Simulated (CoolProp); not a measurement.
Computed with CoolProp (reference Helmholtz-energy equation of state, Lemmon 2006). It is a short technical equation, of lower accuracy than the large ones.

Question: For carbon monoxide, give the phase and the cp (kJ/(kg K)), cv (kJ/(kg K)), speed of sound (m/s), isothermal compressibility (1/MPa) at 129.4 K and 20.3 MPa; 212.6 K and 20.3 MPa.

Answer: 
- 129.4 K and 20.3 MPa: liquid; cp 2.01, cv 0.968, speed of sound 687, isothermal compressibility 0.00668
- 212.6 K and 20.3 MPa: supercritical; cp 1.76, cv 0.835, speed of sound 414, isothermal compressibility 0.0348
